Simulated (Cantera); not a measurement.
Cantera run, input and output.

```python
import numpy as np
import cantera as ct

gas = ct.Solution("gri30.yaml", transport_model="mixture-averaged")
show = ['NO', 'H2', 'CH4']

rows = []
print(f"{'T/K':>7s}{'rho':>11s}{'cp':>10s}{'mu':>11s}{'lambda':>11s}{'Pr':>7s}" + "".join(f"{'D_' + s:>11s}" for s in show))
for T in [400, 500, 600, 700, 800, 900]:
    gas.TPX = T, 1333, {'C2H2': 0.54, 'CH3OH': 0.73, 'C3H8': 0.56}
    Pr = gas.cp_mass * gas.viscosity / gas.thermal_conductivity
    D = [gas.mix_diff_coeffs_mole[gas.species_index(s)] for s in show]
    rows.append([gas.density, gas.cp_mass, gas.viscosity, gas.thermal_conductivity, Pr, *D])
    print(f"{T:7g}{gas.density:11.4e}{gas.cp_mass:10.1f}{gas.viscosity:11.4e}"
          f"{gas.thermal_conductivity:11.4e}{Pr:7.3f}" + "".join(f"{d:11.4e}" for d in D))
print("SI units: kg/m3, J/kg/K, Pa s, W/m/K, m2/s")
```

Output:

```
    T/K        rho        cp         mu     lambda     Pr       D_NO       D_H2      D_CH4
    400 1.3611e-02    1888.5 1.2391e-05 3.1031e-02  0.754 1.8030e-03 7.1644e-03 1.9847e-03
    500 1.0889e-02    2187.6 1.5237e-05 4.3820e-02  0.761 2.6921e-03 1.0533e-02 2.9870e-03
    600 9.0741e-03    2455.1 1.7900e-05 5.7267e-02  0.767 3.7127e-03 1.4378e-02 4.1425e-03
    700 7.7778e-03    2686.6 2.0401e-05 7.0940e-02  0.773 4.8549e-03 1.8667e-02 5.4390e-03
    800 6.8056e-03    2884.1 2.2757e-05 8.4614e-02  0.776 6.1110e-03 2.3375e-02 6.8673e-03
    900 6.0494e-03    3055.9 2.4989e-05 9.8167e-02  0.778 7.4752e-03 2.8482e-02 8.4200e-03
SI units: kg/m3, J/kg/K, Pa s, W/m/K, m2/s
```

Cantera simulation using GRI-Mech 3.0 (53 species, 325 reactions); the numbers are that mechanism's predictions, not measurements. Polar gases are described roughly by these parameters.
